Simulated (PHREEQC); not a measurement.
Dissolve 0.0015 mol (NH4)2SO4 per kg of water at 25 °C and 100 atm. Closed to the air; pH follows from the charge balance.

Model: ion-association model, phreeqc.dat, run in PHREEQC.

This is a speciation only: nothing precipitates in the calculation.

### Question
Estimate the pH, specific conductance.

### Answer
pH 5.94; specific conductance 423 µS/cm.

### Question
In which forms is S present?

### Answer
SO4-2 97 %, NH4SO4- 2.7 % of the S.

Under pressure, the constants of complexes without a molar volume in the database are unreliable.
